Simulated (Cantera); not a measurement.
Input: 1 mol Fe, 19 mol H2O, 19 mol CO, equilibrated at 1000 K and 101000 Pa.

Equilibrium computed with Cantera from the NASA thermochemical tables; the gas is ideal and each condensed phase is pure. Candidate condensed phases: C, C6H6, C7H8, C8H18, Fe, Fe(CO)5, FeO, Fe(OH)2, Fe(OH)3, Fe2O3, Fe3O4, H2O; 114 gas species. The tables' stoichiometric FeO is somewhat more stable than real wüstite, so its field is too wide. FeO: taken at fixed stoichiometry. Rates play no part.

Base state: H2 0.284, CO2 0.260, CO 0.240, H2O 0.215, CH4 0.000987 (mole fractions); condensed: FeO(s).

Q: What changes in the equilibrium state with this change: Fe replaced by Si?

A: 
```
species                before    after
-------------------  --------  -------
H2                      0.284    0.296
CO                      0.240    0.253
CO2                     0.260    0.247
H2O                     0.215    0.202
CH4                  0.000987  0.00126
FeO(s), mol              1.00        0
SiO2(β-quartz), mol         0     1.00
```
Further candidate phases: Si, SiC, SiO2.

Q: What changes in the equilibrium state with this change: temperature from 1000 K to 700 K?

A: 
| species | before | after |
|---|---|---|
| CO2 | 0.260 | 0.417 |
| H2O | 0.215 | 0.406 |
| H2 | 0.284 | 0.0928 |
| CO | 0.240 | 0.0101 |
| CH4 | 0.000987 | 0.0742 |
| FeO(s), mol | 1.00 | 0 |
| C(graphite), mol | 0 | 4.31 |
| Fe3O4(s), mol | 0 | 0.333 |
